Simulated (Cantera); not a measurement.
# Thermodynamics of silicon oxide and oxynitride deposition, feed Si₂H₆ + H₂O

Charge: 1 mol Si₂H₆, 1.6 mol H₂O, at 0.133 bar.

Cantera equilibrium calculation (NASA polynomials, part measured and part estimated; ideal gas, pure solids and liquids). Candidate condensed phases: H₂O, Si, SiO₂; 18 gas species. The feed counts by its element totals alone. Each liquid is taken as pure. Mutual solubility and eutectic melting of coexisting phases are not modelled. The tables hold silica as quartz up to 1696 K and as liquid above; real silica turns to tridymite and cristobalite and melts near 1996 K. Gases not in the tables: Si₂H₆ and higher silanes. The numbers say what is thermodynamically allowed, not how fast it happens.

```
T (°C)  log p H₂  log p SiO  log p H  log p H₂O  log p SiH₂  n Si(s)  n SiO₂(β-quartz)  n Si(l)  n SiO₂(condensed)
------  --------  ---------  -------  ---------  ----------  -------  ----------------  -------  -----------------
975        -0.88      -5.69    -6.77      -7.77       -8.40     1.20             0.800        0                  0
1050       -0.88      -4.88    -6.24      -7.29       -7.82     1.20             0.800        0                  0
1125       -0.88      -4.15    -5.76      -6.87       -7.31     1.20             0.799        0                  0
1200       -0.88      -3.50    -5.34      -6.48       -6.85     1.19             0.795        0                  0
1275       -0.88      -2.92    -4.95      -6.14       -6.44     1.18             0.779        0                  0
1350       -0.89      -2.39    -4.60      -5.84       -6.08     1.13             0.727        0                  0
1425       -0.92      -1.91    -4.30      -5.58       -5.77        0                 0    0.967              0.567
1500       -0.99      -1.51    -4.04      -5.37       -5.60        0                 0    0.508              0.108
```
log p: log10 of the partial pressure in bar; n: condensed amount in mol.

From 975 °C to 1350 °C the condensed part is Si(s) + SiO₂(β-quartz). From 1425 °C to 1500 °C the condensed part is Si(l) + SiO₂(condensed). The main Si-bearing gas is SiO throughout.
